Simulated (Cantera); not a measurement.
Thermal oxidation and active oxidation of silicon: Si + O2 + H2

Charge: 1 mol Si, 0.0014 mol O2, 4 mol H2, at 1248.15 K.

Method: chemical equilibrium by Gibbs-energy minimisation in Cantera with the NASA 1993 tables (ideal gas, pure condensed phases). Candidate condensed phases: H2O, Si, SiO2; 18 gas species. Mutual solubility and eutectic melting of coexisting phases are not modelled. The tables hold silica as quartz up to 1696 K and as liquid above; real silica turns to tridymite and cristobalite and melts near 1996 K. Kinetics and transport are ignored.

From 0.100 Pa to 1.00 mbar the condensed part is Si(s). From 10.0 mbar to 10.0 bar the condensed part is Si(s) + SiO2(β-quartz). The main Si-bearing gas is SiO at 0.100 Pa and SiH4 at 10.0 bar.

```csv
P (Pa),x H2,x SiO,x H,x Si,n Si(s),n SiO2(β-quartz)
0.100,0.999,0.000699,0.000468,7.80e-6,0.997,0
1,0.999,0.000699,0.000148,7.80e-7,0.997,0
10,0.999,0.000699,4.68e-5,7.80e-8,0.997,0
100,0.999,0.000699,1.48e-5,7.80e-9,0.997,0
1000,1.000,0.000203,4.68e-6,7.80e-10,0.998,0.000993
10000,1.000,2.03e-5,1.48e-6,7.80e-11,0.999,0.00136
100000,1.000,2.03e-6,4.68e-7,7.80e-12,0.999,0.00140
1000000,1.000,2.03e-7,1.48e-7,<1e-12,0.999,0.00140
```
x: gas mole fraction; n: condensed amount in mol.
